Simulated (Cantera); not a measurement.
Cantera with NASA thermochemical tables; ideal gases at 1 bar, condensed phases pure. Values are per mole of reaction as written; species without (g) are pure solids or liquids, kept so even where they would boil at 1 bar.

2 V2O5 + 10 H(g) → 5 H2O2(g) + 4 V

| T (K) | ΔH° (kJ) | ΔS° (J/K) | ΔG° (kJ) | log10 K |
|---|---|---|---|---|
| 473 | 210.2 | -197.6 | 303.6 | -33.53 |
| 523 | 201.5 | -215.0 | 314.0 | -31.36 |
| 573 | ? | ? | ? | ? |
| 623 | 184.5 | -244.7 | 337.0 | -28.25 |
| 673 | 176.3 | -257.5 | 349.6 | -27.13 |
| 723 | 168.2 | -269.1 | 362.7 | -26.21 |
| 773 | ? | ? | ? | ? |
| 823 | 152.5 | -289.4 | 390.7 | -24.80 |
| 873 | 144.9 | -298.3 | 405.4 | -24.25 |
| 923 | 137.5 | -306.6 | 420.5 | -23.80 |

Q: Complete the blanks.

A: 
- 573, ΔH° (kJ): 193.0
- 573, ΔS° (J/K): -230.6
- 573, ΔG° (kJ): 325.1
- 573, log10 K: -29.64
- 773, ΔH° (kJ): 160.3
- 773, ΔS° (J/K): -279.7
- 773, ΔG° (kJ): 376.4
- 773, log10 K: -25.44
